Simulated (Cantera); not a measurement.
A perfectly stirred reactor is fed with N₂O : H₂O = 1 : 0.0072 (molar parts), at 760 Torr; it is held at 1325 K, and followed from long to short residence time.

Detailed kinetics in Cantera: GRI-Mech 3.0 (53 species, 325 reactions). GRI-Mech 3.0 was tuned for natural gas; its chemistry of N2O as a main component is partial and can be far from experiment. The mechanism lacks the step 2 NO + O2 → 2 NO2, which can matter for NO2 below about 1400 K. The temperature is held fixed by assumption; the heat of reaction is taken as removed at once.

### Question
What does this change do: temperature 1325 to 1525 K?

### Answer
| quantity | before | after |
|---|---|---|
| x(N₂O) at τ = 12.0 s | 0.0175 | 0.00133 |
| x(H₂O) at τ = 12.0 s | 0.00481 | 0.00476 |
| x(NO) at τ = 12.0 s | 0.0299 | 0.0252 |
| x(N₂) at τ = 12.0 s | 0.637 | 0.650 |
| x(H₂) at τ = 12.0 s | 9.37e-9 | 4.69e-8 |
| x(N₂O) at τ = 98.0 ms | 0.582 | 0.104 |
| x(H₂O) at τ = 98.0 ms | 0.00615 | 0.00498 |
| x(NO) at τ = 98.0 ms | 0.0368 | 0.0980 |
| x(N₂) at τ = 98.0 ms | 0.256 | 0.545 |
| x(H₂) at τ = 98.0 ms | 2.90e-8 | 2.15e-7 |

### Question
What does this change do: pressure from 760 Torr to 17.3 Torr?

### Answer
| quantity | before | after |
|---|---|---|
| x(N₂O) at τ = 12.0 s | 0.0175 | 0.309 |
| x(H₂O) at τ = 12.0 s | 0.00481 | 0.00550 |
| x(NO) at τ = 12.0 s | 0.0299 | 0.0667 |
| x(N₂) at τ = 12.0 s | 0.637 | 0.424 |
| x(H₂) at τ = 12.0 s | 9.37e-9 | 5.07e-8 |
| x(N₂O) at τ = 98.0 ms | 0.582 | 0.975 |
| x(H₂O) at τ = 98.0 ms | 0.00615 | 0.00709 |
| x(NO) at τ = 98.0 ms | 0.0368 | 0.00174 |
| x(N₂) at τ = 98.0 ms | 0.256 | 0.0111 |
| x(H₂) at τ = 98.0 ms | 2.90e-8 | 4.41e-8 |
Radical loss at walls, strong at low pressure, is not modelled.

### Question
What does this change do: temperature 1325 to 1100 K?

### Answer
```json
[
 {"quantity": "x(N₂O) at τ = 12.0 s", "before": "0.0175", "after": "0.458"},
 {"quantity": "x(H₂O) at τ = 12.0 s", "before": "0.00481", "after": "0.00587"},
 {"quantity": "x(NO) at τ = 12.0 s", "before": "0.0299", "after": "0.0177"},
 {"quantity": "x(N₂) at τ = 12.0 s", "before": "0.637", "after": "0.349"},
 {"quantity": "x(H₂) at τ = 12.0 s", "before": "9.37e-9", "after": "6.23e-10"},
 {"quantity": "x(N₂O) at τ = 98.0 ms", "before": "0.582", "after": "0.982"},
 {"quantity": "x(H₂O) at τ = 98.0 ms", "before": "0.00615", "after": "0.00712"},
 {"quantity": "x(NO) at τ = 98.0 ms", "before": "0.0368", "after": "0.000384"},
 {"quantity": "x(N₂) at τ = 98.0 ms", "before": "0.256", "after": "0.00718"},
 {"quantity": "x(H₂) at τ = 98.0 ms", "before": "2.90e-8", "after": "1.94e-9"}
]
```
